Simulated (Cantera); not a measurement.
Adiabatic ignition

An adiabatic, constant-volume homogeneous reactor starts with 10.4 % H2, 18.8 % O2, 70.8 % N2, equivalence ratio 0.28, at 1000 K and 3750 Torr.

Model: the H2/O2 subset of GRI-Mech 3.0, which has no nitrogen chemistry, integrated in Cantera. The hydrogen kinetics of GRI-Mech 3.0 are dated; newer H2 mechanisms differ, most at raised pressure.

```json
[
 {"t (s)": "1.00e-6", "T (K)": "1000", "P (bar)": "5.00", "x H2": "0.104", "x O2": "0.188", "x OH": "2.20e-12", "x H": "2.25e-11", "x H2O2": "<1e-12", "x HO2": "1.24e-10"},
 {"t (s)": "3.36e-6", "T (K)": "1000", "P (bar)": "5.00", "x H2": "0.104", "x O2": "0.188", "x OH": "3.82e-12", "x H": "2.95e-11", "x H2O2": "<1e-12", "x HO2": "5.11e-10"},
 {"t (s)": "1.13e-5", "T (K)": "1000", "P (bar)": "5.00", "x H2": "0.104", "x O2": "0.188", "x OH": "4.20e-12", "x H": "3.12e-11", "x H2O2": "4.15e-12", "x HO2": "1.91e-9"},
 {"t (s)": "3.80e-5", "T (K)": "1000", "P (bar)": "5.00", "x H2": "0.104", "x O2": "0.188", "x OH": "4.32e-12", "x H": "3.20e-11", "x H2O2": "4.96e-11", "x HO2": "6.65e-9"},
 {"t (s)": "0.000128", "T (K)": "1000", "P (bar)": "5.00", "x H2": "0.104", "x O2": "0.188", "x OH": "4.79e-12", "x H": "3.51e-11", "x H2O2": "5.71e-10", "x HO2": "2.28e-8"},
 {"t (s)": "0.000429", "T (K)": "1000", "P (bar)": "5.00", "x H2": "0.104", "x O2": "0.188", "x OH": "7.11e-12", "x H": "4.75e-11", "x H2O2": "6.39e-9", "x HO2": "8.01e-8"},
 {"t (s)": "0.00144", "T (K)": "1000", "P (bar)": "5.00", "x H2": "0.104", "x O2": "0.188", "x OH": "2.46e-11", "x H": "1.20e-10", "x H2O2": "7.47e-8", "x HO2": "3.37e-7"},
 {"t (s)": "0.00485", "T (K)": "1000", "P (bar)": "5.00", "x H2": "0.104", "x O2": "0.188", "x OH": "3.84e-10", "x H": "1.32e-9", "x H2O2": "1.80e-6", "x HO2": "3.26e-6"},
 {"t (s)": "0.0163", "T (K)": "1018", "P (bar)": "5.08", "x H2": "0.102", "x O2": "0.187", "x OH": "8.90e-8", "x H": "2.08e-7", "x H2O2": "0.000294", "x HO2": "5.91e-5"},
 {"t (s)": "0.0548", "T (K)": "1955", "P (bar)": "9.27", "x H2": "1.95e-5", "x O2": "0.143", "x OH": "0.000894", "x H": "1.74e-6", "x H2O2": "2.01e-7", "x HO2": "3.23e-6"},
 {"t (s)": "0.184", "T (K)": "1955", "P (bar)": "9.27", "x H2": "1.95e-5", "x O2": "0.143", "x OH": "0.000894", "x H": "1.74e-6", "x H2O2": "2.01e-7", "x HO2": "3.23e-6"},
 {"t (s)": "0.619", "T (K)": "1955", "P (bar)": "9.27", "x H2": "1.95e-5", "x O2": "0.143", "x OH": "0.000894", "x H": "1.74e-6", "x H2O2": "2.01e-7", "x HO2": "3.23e-6"},
 {"t (s)": "2.08", "T (K)": "1955", "P (bar)": "9.27", "x H2": "1.95e-5", "x O2": "0.143", "x OH": "0.000894", "x H": "1.74e-6", "x H2O2": "2.01e-7", "x HO2": "3.23e-6"},
 {"t (s)": "7.00", "T (K)": "1955", "P (bar)": "9.27", "x H2": "1.95e-5", "x O2": "0.143", "x OH": "0.000894", "x H": "1.74e-6", "x H2O2": "2.01e-7", "x HO2": "3.23e-6"}
]
```
x: mole fraction; the columns are a selection and need not sum to one.

- time of steepest temperature rise = 18.6 ms
- temperature at 7.00 s = 1955 K
- equilibrium temperature = 1955 K
- x(H2) at 7.00 s = 1.95e-5 (gas-phase equilibrium 1.95e-5)
- x(O2) at 7.00 s = 0.143 (gas-phase equilibrium 0.143)
- x(OH) at 7.00 s = 0.000894 (gas-phase equilibrium 0.000894)
